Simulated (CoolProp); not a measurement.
Vapour-liquid equilibrium of cis-2-butene (1) + acetone (2) at -18.05 °C; x and y are mole fractions of (1).

Computed with CoolProp (multi-fluid Helmholtz-energy mixture model, Lemmon 2005 and Lemmon 2006; pair parameters Bell 2016).

| x | bubble pressure (MPa) | y at the bubble point | dew pressure at overall composition x (MPa) | liquid density (mol/L) |
|---|---|---|---|---|
| 0.05 | 0.01001 | 0.684 | 0.003468 | 14.16 |
| 0.125 | 0.01812 | 0.836 | 0.003759 | 13.94 |
| 0.2 | 0.02407 | 0.883 | 0.004103 | 13.71 |
| 0.275 | 0.02821 | 0.905 | 0.004517 | 13.50 |
| 0.35 | 0.03097 | 0.918 | 0.005023 | 13.29 |
| 0.425 | 0.03274 | 0.925 | 0.005656 | 13.08 |
| 0.5 | 0.03388 | 0.930 | 0.006471 | 12.89 |
| 0.575 | 0.03468 | 0.933 | 0.007560 | 12.70 |
| 0.65 | 0.03536 | 0.937 | 0.009088 | 12.52 |
| 0.725 | 0.03610 | 0.942 | 0.01139 | 12.36 |
| 0.8 | 0.03701 | 0.949 | 0.01522 | 12.20 |
| 0.875 | 0.03816 | 0.960 | 0.02277 | 12.05 |
| 0.95 | 0.03958 | 0.980 | 0.03717 | 11.92 |

No azeotrope shows between x = 0.05 and 0.95.

The pair parameters rest on a limited set of measurements; away from them the model extrapolates. With so large a gap from Raoult's law the liquid may split in two, which this calculation doesn't test in full.
